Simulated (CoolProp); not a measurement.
Computed with CoolProp (reference Helmholtz-energy equation of state, Gao 2016).

Q: For sulfur dioxide, give the phase and the Z, cv (kJ/(kg K)), speed of sound (m/s), Joule-Thomson coefficient (K/MPa) at 525 K and 25.9 MPa.

A: 
- 525 K and 25.9 MPa: supercritical; Z 0.582, cv 0.739, speed of sound 338, Joule-Thomson coefficient 1.99
